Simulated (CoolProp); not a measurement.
CHF3 (R23) along the isotherm 475 K: fugacity coefficient from the reference equation and from simpler models built on Tc = 299.3 K, pc = 4832 kPa, ω = 0.263; each cubic takes its own stable root.

Values from CoolProp's reference Helmholtz-energy equation of state, Penoncello 2003.

```
p (kPa)          phase  reference
-------  -------------  ---------
76.4               gas     0.9990
129                gas     0.9984
218                gas     0.9972
367                gas     0.9954
620                gas     0.9922
1050               gas     0.9869
1760               gas     0.9782
2980               gas     0.9636
5030     supercritical     0.9401
8480     supercritical     0.9038
14300    supercritical     0.8524
24200    supercritical     0.7952
```

Q: How far does each simpler model (van der Waals, Redlich-Kwong, Soave-Redlich-Kwong) lie from the reference over these 12 states: mean and median of the absolute difference, and the worst?

A: 
- van der Waals: mean 2.7 %, median 0.8 %, worst -11.5 % at 475 K and 24200 kPa
- Redlich-Kwong: mean 1.5 %, median 0.6 %, worst -5.7 % at 475 K and 24200 kPa
- Soave-Redlich-Kwong: mean 2.0 %, median 0.4 %, worst +10.7 % at 475 K and 24200 kPa
